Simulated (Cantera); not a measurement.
A closed system holds: 1 mol SiC, 0.028 mol H2O, 5.3 mol N2, equilibrated at 1223 K and 0.380 bar.

These are equilibrium values from Cantera (NASA tables, ideal gas, pure condensed phases), not measurements of a reactor. Candidate condensed phases: C, C6H6, C7H8, C8H18, H2O, Si, SiC, SiO2, Si2N2O, Si3N4; 151 gas species. N2 is the only nitrogen source here; it is nearly inert below about 1500 K, so the nitride shown seldom forms there in practice. Mutual solubility and eutectic melting of coexisting phases are not modelled. The numbers say what is thermodynamically allowed, not how fast it happens.

**Question.** What is the equilibrium state?

**Answer.** 
| Property | Value |
|---|---|
| x(N2) | 0.994 |
| x(H2) | 0.00599 |
| x(HCN) | 7.38e-6 |
| n(C(graphite)) | 1.000 mol |
| n(Si2N2O(s)) | 0.0280 mol |
| n(Si3N4(s)) | 0.315 mol |
| gas amount | 4.671 mol |
| log10 activity of Si(s) (absent) | -4.55 |
